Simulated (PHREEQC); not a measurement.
A made-up water analysis in mg/L, 15 °C, pH 6.35, pe 10.8: Na 1.26; K 0.00728; Ca 2.46; Mg 0.406; Cl 1.38; S(6) as SO4 4.19; Alkalinity as HCO3 5.04; Ba 0.0124; Zn 0.166; Pb 0.0859; Si as SiO2 0.0344.

Valence states are taken as typed.

Computed with PHREEQC (ion-association model, wateq4f.dat).

```
quantity                  before    after
-----------------------  -------  -------
CaSO4 (mol/kgw)          4.03e-7  3.96e-7
Pb+2 (mol/kgw)           3.37e-7  2.66e-7
MgSO4 (mol/kgw)          1.09e-7  1.07e-7
SI of Quartz (SiO2)        -2.11    -2.11
SI of Pb(OH)2 (Pb(OH)2)    -2.31    -2.42
```

Q: Which change was made?
A) Alkalinity from 5.04 to 15.1 mg/L
B) all concentrations times 2 at the same typed pH
C) pH from 6.35 to 6.85 at the same alkalinity

A: A, Alkalinity from 5.04 to 15.1 mg/L

Precipitation was switched off in this run.
